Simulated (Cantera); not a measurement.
Source: NASA polynomial tables (part measured, part estimated), evaluated in Cantera. Values are per mole of reaction as written; species without (g) are pure solids or liquids, kept so even where they would boil at 1 bar.

6 NO(g) + 2 BN → B2O2(g) + 4 N2O(g), with ΔH° = -175.4 kJ and ΔS° = -171.4 J/K at 300 K.

Q: How far is the shortcut ΔG° ≈ ΔH°(300 K) − T·ΔS°(300 K) from the full temperature-dependent value at 2525, 2600, 2675, 2750, 2825 K?

A: 
```
T (K)  shortcut (kJ)  full (kJ)  difference (kJ)  difference in log10 K
-----  -------------  ---------  ---------------  ---------------------
2525           257.5      243.8             13.7                  -0.28
2600           270.3      255.7             14.6                  -0.29
2675           283.2      267.6             15.6                  -0.30
2750           296.1      279.5             16.5                  -0.31
2825           308.9      291.4             17.6                  -0.32
```
The shortcut ignores the heat-capacity change of the reaction.
